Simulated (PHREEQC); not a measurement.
PHREEQC input (ion-association model, wateq4f.dat):

```
SOLUTION_MASTER_SPECIES
  An  An-  0  An  62.0  # stands for a non-complexing anion
SOLUTION_SPECIES
  An- = An-
    -log_k 0
    -gamma 3.0 0
PHASES
  Fix_H+
    H+ = H+
    -log_k 0
SOLUTION 1
  temp 25
  units mmol/kgw
  pH 7 charge
  Na 50
  An 50
END
SELECTED_OUTPUT 1
  -reset false
  -pH true
  -pe true
  -ionic_strength true
  -water true
  -totals Na
  -molalities Hfo_wOH Hfo_wOH2+ Hfo_wO- Hfo_sOH Hfo_sOH2+ Hfo_sO-
USER_PUNCH 1
  -headings sigma psi
  10 PUNCH EDL("sigma", "Hfo"), EDL("psi", "Hfo")
PRINT
  -reset false
USE solution 1
SURFACE 1
  Hfo_wOH 0.000494382 600 0.22
  Hfo_sOH 1.23596e-05
EQUILIBRIUM_PHASES 1
  Fix_H+ -3 HAn 10
    -force_equality true
  O2(g) -0.68 10
END
# ... the last block is repeated for the other 16 points of pH, with NaOH or the acid as the point needs
```

Selected output (columns that matter, 15 of 17 rows; pH added in front):

```
pH	mu	Na	m_Hfo_wOH	m_Hfo_wOH2+	m_Hfo_wO-	m_Hfo_sOH	m_Hfo_sOH2+	m_Hfo_sO-	sigma	psi
3	0.051417	0.05	1.7676e-05	0.00047669	1.5016e-08	4.4191e-07	1.1917e-05	3.754e-10	0.35717	0.16914
3.5	0.0506	0.05	4.6934e-05	0.00044733	1.1281e-07	1.1734e-06	1.1183e-05	2.8203e-09	0.3351	0.16628
4	0.050318	0.05	0.00010093	0.00039286	5.9402e-07	2.5233e-06	9.8215e-06	1.4851e-08	0.29392	0.15971
4.5	0.0502	0.05	0.00017197	0.0003203	2.1152e-06	4.2992e-06	8.0075e-06	5.2879e-08	0.23841	0.14907
5.5	0.050093	0.05	0.00029883	0.00018446	1.1091e-05	7.4708e-06	4.6115e-06	2.7726e-07	0.1299	0.11828
6	0.050062	0.05	0.00033776	0.00013763	1.899e-05	8.4441e-06	3.4407e-06	4.7474e-07	0.088894	0.099376
6.5	0.05004	0.05	0.00036087	0.00010514	2.8376e-05	9.0218e-06	2.6284e-06	7.0941e-07	0.057515	0.078417
7	0.050023	0.05	0.00037268	8.368e-05	3.8023e-05	9.317e-06	2.092e-06	9.5058e-07	0.03421	0.055531
7.5	0.050012	0.05	0.00037782	6.9522e-05	4.7038e-05	9.4456e-06	1.7381e-06	1.176e-06	0.016847	0.031067
8	0.050002	0.05	0.00037945	5.9392e-05	5.5538e-05	9.4863e-06	1.4848e-06	1.3884e-06	0.0028881	0.0056452
8.5	0.050011	0.050018	0.00037885	5.0793e-05	6.4736e-05	9.4714e-06	1.2698e-06	1.6184e-06	-0.010447	-0.019955
9.5	0.050071	0.050102	0.00036716	3.2654e-05	9.4573e-05	9.1789e-06	8.1635e-07	2.3643e-06	-0.046395	-0.068567
10	0.050174	0.050224	0.00034959	2.2987e-05	0.0001218	8.7399e-06	5.7468e-07	3.045e-06	-0.07404	-0.090385
10.5	0.050465	0.050541	0.00031787	1.4266e-05	0.00016225	7.9467e-06	3.5665e-07	4.0562e-06	-0.11088	-0.11015
11	0.051342	0.051451	0.00026803	7.5203e-06	0.00021883	6.7007e-06	1.8801e-07	5.4709e-06	-0.15834	-0.12766
```

The oxide is taken as insoluble; below pH 4 it would dissolve.
